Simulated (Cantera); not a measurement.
A closed system holds: 1 mol S, 0.4 mol H2, 0.54 mol SO2, equilibrated at 2950 °C and 33.0 Pa.

Method: chemical equilibrium by Gibbs-energy minimisation in Cantera with the NASA 1993 tables (ideal gas, pure condensed phases). The numbers say what is thermodynamically allowed, not how fast it happens.

```json
[
 {"species": "S", "before": "0.446", "after": "0.348"},
 {"species": "H", "before": "0.235", "after": "0.244"},
 {"species": "SO", "before": "0.00699", "after": "0.178"},
 {"species": "O", "before": "0.310", "after": "0.152"},
 {"species": "SO2", "before": "2.15e-5", "after": "0.0179"},
 {"species": "H2", "before": "0.000204", "after": "0.0147"},
 {"species": "S2", "before": "0.000305", "after": "0.0124"},
 {"species": "OH", "before": "0.000450", "after": "0.0153"},
 {"species": "H2S", "before": "4.86e-9", "after": "1.82e-5"},
 {"species": "H2O", "before": "1.00e-6", "after": "0.00236"},
 {"species": "S2O", "before": "5.83e-8", "after": "7.73e-5"},
 {"species": "SH", "before": "9.48e-5", "after": "0.00512"},
 {"species": "O2", "before": "0.000595", "after": "0.00954"}
]
```
Gas species are given as mole fractions.

Question: What was changed between the two runs?
A. pressure from 33.0 Pa to 2200 Pa
B. pressure from 33.0 Pa to 13300 Pa
C. SO2 from 0.54 to 0.054 mol
D. SO2 from 0.54 to 0.0035 mol

Answer: A, pressure from 33.0 Pa to 2200 Pa
